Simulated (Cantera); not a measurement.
Feed: 1 mol Cu, 1.2 mol HF, 0.48 mol H2, 0.89 mol F2, held at 1275 K.

Method: chemical equilibrium by Gibbs-energy minimisation in Cantera with the NASA 1993 tables (ideal gas, pure condensed phases). Candidate condensed phases: Cu, CuF2; 15 gas species. Mutual solubility and eutectic melting of coexisting phases are not modelled. The numbers say what is thermodynamically allowed, not how fast it happens.

log p: log10 of the partial pressure in bar; n: condensed amount in mol.

```csv
P (Pa),log p HF,log p CuF,log p CuF2,log p Cu,n Cu(s),n CuF2(l)
1,-5.14,-5.56,-8.92,-7.06,0.154,0
6.80,-4.31,-4.73,-7.25,-7.06,0.179,0
46,…,…,…,-7.06,…,0
320,-2.62,-3.14,-4.06,-7.06,0.259,0
2200,-1.77,-2.50,-2.78,-7.06,0.389,0
15000,…,-2.34,-2.46,-7.06,0.555,…
100000,0.00,-2.34,-2.46,-7.06,0.585,0.398
```

Question: Some entries are withheld; supply them.

Answer: 
- 15000, log p HF: -0.85
- 15000, n CuF2(l): 0.323
- 46, log p HF: -3.47
- 46, log p CuF: -3.91
- 46, log p CuF2: -5.61
- 46, n Cu(s): 0.195
